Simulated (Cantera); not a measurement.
Feed: 1 mol Al2O3, 7.8 mol Cl2, 14 mol H2, equilibrated at 1825 K and 2.50 mbar.

Method: chemical equilibrium by Gibbs-energy minimisation in Cantera with the NASA 1993 tables (ideal gas, pure condensed phases). Candidate condensed phases: Al, AlCl3, Al2O3, H2O; 29 gas species. The tables' values for AlCl2 are old estimates; treat these amounts as uncertain. Kinetics and transport are ignored.

Base state: HCl 0.696, H2 0.283, Cl 0.00879, H 0.00469, H2O 0.00437, AlCl3 0.00113, AlCl 0.00112, AlCl2 0.000662 (mole fractions); condensed: Al2O3(s).

Question: What changes in the equilibrium state with this change: pressure from 2.50 mbar to 1.00 Pa?

Answer: 
```tsv
species	before	after
HCl	0.696	0.534
H2	0.283	0.271
Cl	0.00879	0.109
H	0.00469	0.0725
AlCl	0.00112	0.00521
O	6.44e-8	3.09e-5
AlCl3	0.00113	1.29e-5
Al2O3(s), mol	0.968	0.932
```
